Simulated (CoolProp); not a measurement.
A single-stage vapour-compression cycle with R11: evaporating at 247.15 K (dew point), condensing at 277.15 K (bubble point), superheat 8 K, subcooling 8 K, compressor efficiency 0.85, no pressure losses. Each further row changes one setting.

Model: reference Helmholtz-energy equation of state, Jacobsen 1992, in CoolProp.

| case | cooling COP | pressure ratio | discharge temperature (K) | refrigerating effect (kJ/kg) | volumetric capacity (kJ/m³) |
|---|---|---|---|---|---|
| as stated | 6.65 | 4.15 | 305.7 | 184 | 138 |
| evaporating temperature 252.15 K | 8.26 | 3.19 | 301.5 | 187 | [?] |
| condensing temperature 272.15 K | 8.08 | [?] | 297.9 | 189 | 141 |
| subcooling 13 K | 6.80 | 4.15 | 305.7 | 189 | 141 |
| superheat 18 K | 6.59 | 4.15 | [?] | 190 | 136 |
| compressor efficiency 0.75 | 5.87 | 4.15 | 312.0 | 184 | 138 |

Question: Complete the blanks.

Answer: 
- evaporating temperature 252.15 K, volumetric capacity (kJ/m³): 179
- condensing temperature 272.15 K, pressure ratio: 3.36
- superheat 18 K, discharge temperature (K): 316.8
